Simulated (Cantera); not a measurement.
A closed system holds: 1 mol C₃H₆, 0.97 mol O₂, 79 mol H₂, held at 3.70 mbar.

These are equilibrium values from Cantera (NASA tables, ideal gas, pure condensed phases), not measurements of a reactor. Candidate condensed phases: C, C₆H₆, C₇H₈, C₈H₁₈, H₂O; 110 gas species. Rates play no part.

x: gas mole fraction; n: condensed amount in mol.

```tsv
T (°C)	x H₂	x H	x CO	x C₂H₂ (acetylene)	x C	x C₃	n C(graphite)
1727	0.950	0.0261	0.0228	0.000730	8.23e-9	7.49e-9	0.935
1827	0.927	0.0493	0.0225	0.00134	6.40e-8	7.80e-8	0.829
1927	0.888	0.0873	0.0221	0.00228	4.13e-7	6.53e-7	0.658
2027	0.830	0.145	0.0214	0.00359	2.26e-6	4.52e-6	0.401
2127	___	___	0.0205	0.00521	___	___	___
2227	0.644	0.332	0.0193	0.00490	3.77e-5	7.93e-5	0
2327	___	___	___	___	___	___	0
2427	0.393	0.586	0.0163	0.00304	0.000328	0.000445	0
2527	0.275	0.706	0.0149	0.00180	0.000788	0.000739	0
2627	0.180	0.802	0.0138	0.000820	0.00161	0.000868	0
2727	0.112	0.870	0.0130	0.000292	0.00280	0.000722	0
```

Task: Some entries are withheld; supply them.

Result: 
- 2127, x H₂: 0.748
- 2127, x H: 0.226
- 2127, x C: 1.07e-5
- 2127, x C₃: 2.65e-5
- 2127, n C(graphite): 0.0400
- 2327, x H₂: 0.522
- 2327, x H: 0.456
- 2327, x CO: 0.0178
- 2327, x C₂H₂ (acetylene): 0.00413
- 2327, x C: 0.000118
- 2327, x C₃: 0.000204
